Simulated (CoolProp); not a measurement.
Properties of toluene along the isotherm 530.3 K.

Computed with CoolProp (reference Helmholtz-energy equation of state, Lemmon 2006). It is a short technical equation, of lower accuracy than the large ones.

| p (MPa) | phase | cp (kJ/(kg K)) | cv (kJ/(kg K)) | isothermal compressibility (1/MPa) | expansivity (1/kK) | viscosity (µPa s) | conductivity (mW/(m K)) |
|---|---|---|---|---|---|---|---|
| 0.0196 | gas | 1.944 | 1.853 | 51.15 | 1.901 | 12.2 | 33.1 |
| 0.0371 | gas | 1.945 | 1.853 | 27.08 | 1.916 | 12.2 | 33.1 |
| 0.0703 | gas | 1.949 | 1.855 | 14.36 | 1.943 | 12.2 | 33.1 |
| 0.133 | gas | 1.955 | 1.857 | 7.652 | 1.997 | 12.2 | 33.1 |
| 0.253 | gas | 1.967 | 1.862 | 4.091 | 2.107 | 12.2 | 33.0 |
| 0.479 | gas | 1.994 | 1.872 | 2.239 | 2.347 | 12.2 | 33.0 |
| 0.908 | gas | 2.060 | 1.893 | 1.284 | 2.968 | 12.2 | 33.1 |
| 1.72 | gas | 2.348 | 1.954 | 0.9067 | 5.803 | 12.5 | 34.5 |
| 3.26 | liquid | 2.682 | 1.975 | 0.01222 | 3.121 | 97.8 | 80.8 |
| 6.19 | liquid | 2.585 | 1.971 | 0.008709 | 2.493 | 106 | 83.4 |

Viscosity comes from a separate model (Avgeri 2015). Thermal conductivity comes from a separate model (Assael 2012).
